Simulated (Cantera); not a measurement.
Sublimation and decomposition of ceramics: ZrN + N₂

A closed system holds: 1 mol ZrN, 0.081 mol N₂, held at 600 Torr.

Equilibrium computed with Cantera from the NASA thermochemical tables; the gas is ideal and each condensed phase is pure. Candidate condensed phases: Zr, ZrN; 9 gas species. Ions and electrons are included (thermal ionisation). ZrN: taken at fixed stoichiometry. Condensed phases not in the tables: N, O or C dissolved in the metal. Rates play no part.

```json
[
 {"T (°C)": "2727", "x N₂": "1.000", "x Zr": "1.19e-5", "x N": "1.56e-5", "x ZrN": "2.48e-10", "x e-": "2.47e-12", "x N₂+": "2.47e-12", "n ZrN(s)": "1.000", "n ZrN(l)": "0", "n Zr(l)": "0"},
 {"T (°C)": "2977", "x N₂": "1.000", "x Zr": "0.000213", "x N": "6.90e-5", "x ZrN": "5.66e-9", "x e-": "2.79e-11", "x N₂+": "2.78e-11", "n ZrN(s)": "0", "n ZrN(l)": "1.000", "n Zr(l)": "0"},
 {"T (°C)": "3227", "x N₂": "0.998", "x Zr": "0.00213", "x N": "0.000247", "x ZrN": "6.92e-8", "x e-": "2.25e-10", "x N₂+": "2.24e-10", "n ZrN(s)": "0", "n ZrN(l)": "1.000", "n Zr(l)": "0"},
 {"T (°C)": "3477", "x N₂": "0.983", "x Zr": "0.0158", "x N": "0.000745", "x ZrN": "5.99e-7", "x e-": "1.38e-9", "x N₂+": "1.36e-9", "n ZrN(s)": "0", "n ZrN(l)": "0.999", "n Zr(l)": "0"},
 {"T (°C)": "3727", "x N₂": "0.904", "x Zr": "0.0940", "x N": "0.00189", "x ZrN": "3.92e-6", "x e-": "6.63e-9", "x N₂+": "6.37e-9", "n ZrN(s)": "0", "n ZrN(l)": "0.991", "n Zr(l)": "0"},
 {"T (°C)": "3977", "x N₂": "0.722", "x Zr": "0.274", "x N": "0.00398", "x ZrN": "1.14e-5", "x e-": "2.49e-8", "x N₂+": "2.29e-8", "n ZrN(s)": "0", "n ZrN(l)": "0", "n Zr(l)": "0.780"},
 {"T (°C)": "4227", "x N₂": "0.363", "x Zr": "0.631", "x N": "0.00607", "x ZrN": "2.05e-5", "x e-": "6.63e-8", "x N₂+": "5.44e-8", "n ZrN(s)": "0", "n ZrN(l)": "0", "n Zr(l)": "0"},
 {"T (°C)": "4477", "x N₂": "0.359", "x Zr": "0.629", "x N": "0.0120", "x ZrN": "2.19e-5", "x e-": "2.18e-7", "x N₂+": "1.59e-7", "n ZrN(s)": "0", "n ZrN(l)": "0", "n Zr(l)": "0"},
 {"T (°C)": "4727", "x N₂": "0.352", "x Zr": "0.626", "x N": "0.0220", "x ZrN": "2.30e-5", "x e-": "6.50e-7", "x N₂+": "4.07e-7", "n ZrN(s)": "0", "n ZrN(l)": "0", "n Zr(l)": "0"}
]
```
x: gas mole fraction; n: condensed amount in mol.

At 2727 °C the condensed part is ZrN(s). From 2977 °C to 3727 °C the condensed part is ZrN(l). At 3977 °C the condensed part is Zr(l). From 4227 °C to 4727 °C nothing is condensed. The main Zr-bearing gas is Zr throughout.
